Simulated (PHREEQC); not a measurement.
Metal-bearing waste water: speciation

Dissolve 0.044 mol/kgw Al2(SO4)3, 0.0089 mol/kgw CaCl2 and 0.00027 mol/kgw Na2SO4 at 25 °C. Closed to the air; pH follows from the charge balance.

Equilibrium calculation in PHREEQC: ion-association model, wateq4f.dat.

Each row changes one thing in this solution. This is a speciation only: nothing precipitates in the calculation.

| case | pH | ionic strength (mol/kgw) | SO4-2 (mol/kgw) | Na+ (mol/kgw) | HSO4- (mol/kgw) | NaSO4- (mol/kgw) | SI of Halite (NaCl) | SI of Mirabilite (Na2SO4:10H2O) |
|---|---|---|---|---|---|---|---|---|
| as made | 3.88 | 0.168 | 0.0321 | 0.000514 | 0.000171 | 2.56e-5 | -6.88 | -7.72 |
| Na2SO4 from 0.00027 to 5.4e-05 mol/kgw | 3.88 | 0.168 | 0.0319 | 0.000103 | 0.000171 | 5.11e-6 | -7.58 | -9.12 |
| CaCl2 from 0.0089 to 0.0178 mol/kgw | 3.86 | 0.192 | 0.0315 | 0.000516 | 0.000171 | 2.40e-5 | -6.59 | -7.76 |
| Al2(SO4)3 left out | 6.98 | 0.0271 | 0.000177 | 0.000540 | 1.15e-9 | 2.59e-7 | -6.74 | ___ |
| CaCl2 replaced by FeCl3 at the same molality | 3.06 | 0.171 | 0.0294 | 0.000517 | 0.00103 | 2.34e-5 | -6.71 | -7.76 |
| temperature from 25 to 30 °C | 3.83 | 0.166 | 0.0316 | 0.000514 | ___ | 2.59e-5 | -6.90 | -7.96 |
| diluted 100-fold with water | 4.27 | 0.00393 | 0.000841 | 5.38e-6 | ___ | ___ | ___ | -12.67 |
| Na2SO4 from 0.00027 to 0.000297 mol/kgw | 3.88 | 0.168 | 0.0321 | 0.000566 | 0.000171 | 2.82e-5 | -6.84 | -7.64 |

Task: What belongs in the gaps?

Result: 
- Al2(SO4)3 left out, SI of Mirabilite (Na2SO4:10H2O): -9.57
- temperature from 25 to 30 °C, HSO4- (mol/kgw): 0.000213
- diluted 100-fold with water, HSO4- (mol/kgw): 3.63e-6
- diluted 100-fold with water, NaSO4- (mol/kgw): 1.73e-8
- diluted 100-fold with water, SI of Halite (NaCl): -10.66

Some of these states are supersaturated (in Basaluminite, Gibbsite (slow to form), Gypsum, for instance).
